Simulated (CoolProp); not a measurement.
c-C4F8 (RC318) at 298.15 K and 17.1 MPa is throttled through a valve to 10.1 MPa with no heat exchange. Each further row changes one setting.

Values from CoolProp's reference Helmholtz-energy equation of state, Platzer 1990. This equation is an older, rougher fit; its heat capacities, sound speeds and derivatives of the liquid may be far off and weren't checked against measurements.

```
case                      temperature change (K)  final density (kg/m³)
------------------------  ----------------------  ---------------------
as stated                                   +1.7                    [?]
outlet pressure 3.03 MPa                     [?]                   1510
outlet pressure 13.1 MPa                    +1.0                    [?]
```

**Question.** Some entries are withheld; supply them.

**Answer.** 
- as stated, final density (kg/m³): 1550
- outlet pressure 3.03 MPa, temperature change (K): +3.0
- outlet pressure 13.1 MPa, final density (kg/m³): 1570
